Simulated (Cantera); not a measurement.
An isothermal, constant-pressure homogeneous reactor starts with 6.02 % H2, 94.0 % O2, at 900 K and 0.0138 atm.

Model: the H2/O2 subset of GRI-Mech 3.0, which has no nitrogen chemistry, integrated in Cantera. Radical loss at walls, strong at low pressure, is not modelled. Below about 950 K walls govern HO2 and H2O2 in real vessels. The temperature is held fixed by assumption; the heat of reaction is taken as removed at once.

x: mole fraction; the columns are a selection and need not sum to one.

| t (s) | x H2 | x O2 | x H2O | x H | x O |
|---|---|---|---|---|---|
| 3.00e-6 | 0.0602 | 0.940 | <1e-12 | <1e-12 | <1e-12 |
| 8.35e-6 | 0.0602 | 0.940 | <1e-12 | <1e-12 | <1e-12 |
| 2.32e-5 | 0.0602 | 0.940 | <1e-12 | <1e-12 | <1e-12 |
| 6.46e-5 | 0.0602 | 0.940 | <1e-12 | 1.62e-12 | <1e-12 |
| 0.000180 | 0.0602 | 0.940 | <1e-12 | 4.21e-12 | 1.28e-12 |
| 0.000500 | 0.0602 | 0.940 | 8.44e-12 | 1.29e-11 | 8.83e-12 |
| 0.00139 | 0.0602 | 0.940 | 1.51e-10 | 8.91e-11 | 9.38e-11 |
| 0.00387 | 0.0602 | 0.940 | (withheld) | (withheld) | (withheld) |
| 0.0108 | 0.0517 | 0.935 | 0.00647 | 0.00314 | 0.00268 |
| 0.0300 | 0.000939 | 0.935 | 0.0602 | 0.000939 | 0.00254 |
| 0.0834 | 0.000121 | 0.938 | 0.0618 | 2.06e-5 | 0.000280 |
| 0.232 | 2.26e-5 | 0.938 | 0.0620 | 1.05e-6 | 4.01e-5 |
| 0.646 | 3.99e-6 | 0.938 | 0.0620 | 7.22e-8 | 6.64e-6 |
| 1.80 | 5.43e-7 | 0.938 | 0.0620 | 6.00e-9 | 1.26e-6 |
| 5.00 | 5.17e-8 | 0.938 | 0.0620 | 6.18e-10 | 2.78e-7 |

Task: Complete the blanks.

Result: 
- 0.00387, x H2O: 2.23e-8
- 0.00387, x H: 1.01e-8
- 0.00387, x O: 1.14e-8
